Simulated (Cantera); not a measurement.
An isothermal, constant-pressure homogeneous reactor starts with 2.50 % CH4, 96.0 % H2, 1.54 % H, at 2300 K and 0.0132 atm.

Cantera simulation using GRI-Mech 3.0 (53 species, 325 reactions); the numbers are that mechanism's predictions, not measurements. GRI-Mech 3.0 stops at C3 and has no aromatics, soot or wall deposition, so with more carbon than oxygen in the feed, carbon stays in small species such as C2H2 where larger ones or solid carbon would form. Radical loss at walls, strong at low pressure, is not modelled.

x: mole fraction; the columns are a selection and need not sum to one.

```json
[
 {"t (s)": "7.00e-6", "x CH4": "0.0227", "x H2": "0.962", "x H": "0.0131", "x C2H4": "…", "x C2H6": "5.82e-8"},
 {"t (s)": "3.46e-5", "x CH4": "0.0206", "x H2": "0.964", "x H": "0.0112", "x C2H4": "…", "x C2H6": "1.45e-6"},
 {"t (s)": "0.000171", "x CH4": "0.0199", "x H2": "0.964", "x H": "0.0116", "x C2H4": "…", "x C2H6": "1.91e-6"},
 {"t (s)": "0.000844", "x CH4": "0.0171", "x H2": "0.963", "x H": "0.0139", "x C2H4": "…", "x C2H6": "1.75e-6"},
 {"t (s)": "0.00417", "x CH4": "0.00806", "x H2": "0.963", "x H": "0.0191", "x C2H4": "…", "x C2H6": "5.42e-7"},
 {"t (s)": "0.0206", "x CH4": "0.00100", "x H2": "0.960", "x H": "0.0270", "x C2H4": "…", "x C2H6": "1.16e-8"},
 {"t (s)": "0.102", "x CH4": "7.31e-5", "x H2": "0.949", "x H": "0.0386", "x C2H4": "…", "x C2H6": "8.26e-11"},
 {"t (s)": "0.503", "x CH4": "7.32e-6", "x H2": "0.926", "x H": "0.0621", "x C2H4": "…", "x C2H6": "1.22e-12"},
 {"t (s)": "2.49", "x CH4": "4.05e-6", "x H2": "0.908", "x H": "0.0802", "x C2H4": "2.23e-7", "x C2H6": "<1e-12"},
 {"t (s)": "12.3", "x CH4": "4.02e-6", "x H2": "0.908", "x H": "0.0805", "x C2H4": "2.22e-7", "x C2H6": "<1e-12"},
 {"t (s)": "60.7", "x CH4": "4.02e-6", "x H2": "0.908", "x H": "0.0805", "x C2H4": "2.22e-7", "x C2H6": "<1e-12"},
 {"t (s)": "300", "x CH4": "4.02e-6", "x H2": "0.908", "x H": "0.0805", "x C2H4": "2.22e-7", "x C2H6": "<1e-12"}
]
```

Task: Fill in the missing entries.

Result: 
- 7.00e-6, x C2H4: 3.28e-7
- 3.46e-5, x C2H4: 1.91e-5
- 0.000171, x C2H4: 0.000111
- 0.000844, x C2H4: 0.000134
- 0.00417, x C2H4: 5.34e-5
- 0.0206, x C2H4: 2.54e-6
- 0.102, x C2H4: 5.86e-7
- 0.503, x C2H4: 3.14e-7
